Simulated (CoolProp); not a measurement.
Properties of isobutene at several states.

Model: reference Helmholtz-energy equation of state, Lemmon 2005, in CoolProp. It is a short technical equation, of lower accuracy than the large ones.

```
T (K)  p (bar)          phase  density (kg/m³)  cv (kJ/(kg K))  Joule-Thomson coefficient (K/MPa)  isothermal compressibility (1/MPa)  fugacity coefficient
-----  -------  -------------  ---------------  --------------  ---------------------------------  ----------------------------------  --------------------
323.5     1.95            gas            4.241           1.566                              20.53                               5.355                0.9607
177.1      177         liquid            730.7           1.363                            -0.5410                                 [?]              5.249e-5
425.2      169  supercritical              [?]           2.060                                [?]                                 [?]                0.2716
228.3    0.555         liquid            667.9           1.447                            -0.4578                            0.001349                0.3077
288.2    0.123            gas           0.2891           1.399                              30.05                               81.61                0.9963
```

Q: What belongs in the gaps?

A: 
- 177.1, isothermal compressibility (1/MPa): 0.0007073
- 425.2, density (kg/m³): 468.2
- 425.2, Joule-Thomson coefficient (K/MPa): 0.1617
- 425.2, isothermal compressibility (1/MPa): 0.009432
